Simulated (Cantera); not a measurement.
## Gas activation for diamond growth

A perfectly stirred reactor is fed with CH4 : H2 : CO2 = 0.0052 : 1 : 0.0066 (molar parts), at 1330 Pa; it is held at 2875 K, and followed from long to short residence time.

Model: GRI-Mech 3.0 (53 species, 325 reactions), integrated in Cantera. Radical loss at walls, strong at low pressure, is not modelled.

```csv
τ (s),x CH4,x H2,x CO2,x CH2,x H2O2
1.1,7.02e-9,0.476,1.76e-6,9.75e-8,<1e-12
0.42,4.96e-8,0.560,2.13e-6,5.75e-7,<1e-12
0.15,1.29e-6,0.698,3.41e-6,6.02e-6,<1e-12
0.057,2.38e-5,0.822,9.47e-6,2.74e-5,<1e-12
0.021,0.000158,0.892,3.62e-5,5.09e-5,<1e-12
0.0076,0.000558,0.924,0.000139,7.06e-5,<1e-12
0.0028,0.00141,0.942,0.000503,8.35e-5,<1e-12
0.0010,0.00279,0.957,0.00175,6.77e-5,<1e-12
0.00037,0.00396,0.973,0.00433,2.74e-5,<1e-12
0.00014,0.00456,0.982,0.00603,7.55e-6,<1e-12
```
x: mole fraction; the columns are a selection and need not sum to one.
